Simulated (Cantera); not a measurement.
**SiCl4 + C3H8 + H2 (silicon carbide growth)**

A closed system holds: 1 mol SiCl4, 0.014 mol C3H8, 530 mol H2, held at 1.33 mbar.

Equilibrium computed with Cantera from the NASA thermochemical tables; the gas is ideal and each condensed phase is pure. Candidate condensed phases: C, C6H6, C7H8, C8H18, Si, SiC; 109 gas species. Mutual solubility and eutectic melting of coexisting phases are not modelled. The tables' values for SiCl, SiCl3 are old estimates; treat these amounts as uncertain. Gases not in the tables: Si2H6 and higher silanes. Rates play no part.

From 652 °C to 1252 °C the condensed part is Si(s) + SiC(s). At 1452 °C the condensed part is Si(l) + SiC(s). From 1652 °C to 2252 °C nothing is condensed. The main Si-bearing gas is SiCl4 at 652 °C and Si at 2252 °C.

```tsv
T (°C)	log p H2	log p H	log p HCl	log p Cl	n Si(s)	n SiC(s)	n Si(l)
652	-2.88	-11.02	-5.07	-13.23	0.777	0.0420	0
852	-2.88	-8.79	-5.01	-10.98	0.896	0.0420	0
1052	-2.88	-7.23	-5.02	-9.44	0.881	0.0420	0
1252	-2.88	-6.07	-5.02	-8.30	0.857	0.0420	0
1452	-2.88	-5.17	-5.02	-7.43	0	0.0391	0.405
1652	-2.89	-4.46	-5.02	-6.72	0	0	0
1852	-2.92	-3.90	-5.05	-6.17	0	0	0
2052	-3.01	-3.46	-5.16	-5.76	0	0	0
2252	-3.20	-3.15	-5.39	-5.49	0	0	0
```
log p: log10 of the partial pressure in bar; n: condensed amount in mol.
